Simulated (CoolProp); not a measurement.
CH3F (R41) at 293.15 K and 2.87 MPa is throttled through a valve to 1.66 MPa with no heat exchange. Each further row changes one setting.

Values from CoolProp's reference Helmholtz-energy equation of state, Lemmon 2006. It is a short technical equation, of lower accuracy than the large ones.

```json
[
 {"case": "as stated", "temperature change (K)": "-23.6", "final density (kg/m³)": "32.7"},
 {"case": "outlet pressure 0.498 MPa", "temperature change (K)": "-55.2", "final density (kg/m³)": "9.49"},
 {"case": "outlet pressure 2.16 MPa", "temperature change (K)": "-13.1", "final density (kg/m³)": "43.1"}
]
```
